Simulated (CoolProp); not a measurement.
Vapour-liquid equilibrium of isobutene (1) + ethanol (2) at 0.853 MPa; x and y are mole fractions of (1).

The numbers come from the multi-fluid Helmholtz-energy mixture model, Lemmon 2005 and Schroeder 2014; pair parameters Bell 2016 in CoolProp.

| x | bubble temperature, mixture model (K) | bubble temperature, Raoult's law (K) | y, mixture model | y, Raoult's law |
|---|---|---|---|---|
| 0.05 | 401.6 | 410.8 | 0.355 | 0.209 |
| 0.15 | ? | 398.1 | 0.754 | 0.506 |
| 0.25 | 354.8 | 386.8 | 0.872 | 0.691 |
| 0.35 | 347.7 | 376.9 | 0.907 | 0.806 |
| 0.45 | 345.3 | 368.2 | 0.917 | 0.878 |
| 0.55 | ? | 360.7 | ? | 0.924 |
| 0.65 | 343.8 | 354.2 | 0.924 | 0.954 |
| 0.75 | 342.6 | 348.5 | 0.932 | 0.974 |
| 0.85 | 340.7 | 343.4 | 0.948 | 0.987 |
| 0.95 | 338.3 | 339.0 | 0.978 | 0.996 |

### Question
Complete the blanks.

### Answer

- 0.15, bubble temperature, mixture model (K): 371.9
- 0.55, bubble temperature, mixture model (K): 344.5
- 0.55, y, mixture model: 0.920

The largest gap from Raoult's law is -32.0 K in bubble temperature, at x = 0.25. No azeotrope shows between x = 0.05 and 0.95.

Pair parameters are fitted to limited data, so mixtures are less certain than the pure fluids. With so large a gap from Raoult's law the liquid may split in two, which this calculation doesn't test in full.
